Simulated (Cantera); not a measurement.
**Low-pressure radical oxidation in H2/O2**

A perfectly stirred reactor is fed with H2 : O2 = 0.36 : 1 (molar parts), equivalence ratio 0.18, at 0.00740 atm; it is held at 1300 K, and followed from long to short residence time.

Model: the H2/O2 subset of GRI-Mech 3.0, which has no nitrogen chemistry, integrated in Cantera. Radical loss at walls, strong at low pressure, is not modelled. The temperature is held fixed by assumption; the heat of reaction is taken as removed at once.

```json
[
 {"τ (s)": "0.49", "x H2": "0.00301", "x O2": "0.680", "x HO2": "4.26e-6", "x H2O": "0.292", "x H": "0.00510", "x OH": "0.00717"},
 {"τ (s)": "0.19", "x H2": "0.00530", "x O2": "0.669", "x HO2": "4.80e-6", "x H2O": "0.281", "x H": "0.0123", "x OH": "0.00947"},
 {"τ (s)": "0.075", "x H2": "0.00865", "x O2": "0.651", "x HO2": "4.98e-6", "x H2O": "0.263", "x H": "0.0266", "x OH": "0.0120"},
 {"τ (s)": "0.029", "x H2": "0.0128", "x O2": "0.628", "x HO2": "4.79e-6", "x H2O": "0.237", "x H": "0.0495", "x OH": "0.0142"},
 {"τ (s)": "0.011", "x H2": "0.0171", "x O2": "0.609", "x HO2": "4.47e-6", "x H2O": "0.212", "x H": "0.0725", "x OH": "0.0157"},
 {"τ (s)": "0.0045", "x H2": "0.0224", "x O2": "0.601", "x HO2": "4.26e-6", "x H2O": "0.195", "x H": "0.0857", "x OH": "0.0167"},
 {"τ (s)": "0.0018", "x H2": "0.0328", "x O2": "0.603", "x HO2": "4.10e-6", "x H2O": "0.179", "x H": "0.0911", "x OH": "0.0180"}
]
```
x: mole fraction; the columns are a selection and need not sum to one.
